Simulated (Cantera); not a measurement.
Feed: 1 mol V, 1.2 mol NH3, 23 mol N2, 0.022 mol O2, held at 1000 Pa.

These are equilibrium values from Cantera (NASA tables, ideal gas, pure condensed phases), not measurements of a reactor. Candidate condensed phases: H2O, V, VN, VO, V2O3, V2O4, V2O5; 28 gas species. Condensed phases not in the tables: V2N, N, O or C dissolved in the metal. Rates play no part.

Problem. At 2077 °C, list the 6 most abundant gas species with their mole fractions, and the condensed phases.

Solution. N2 0.897, H2 0.0539, H 0.0290, V 0.0187, VO 0.00163, VO2 1.91e-5. Condensed: V(l).
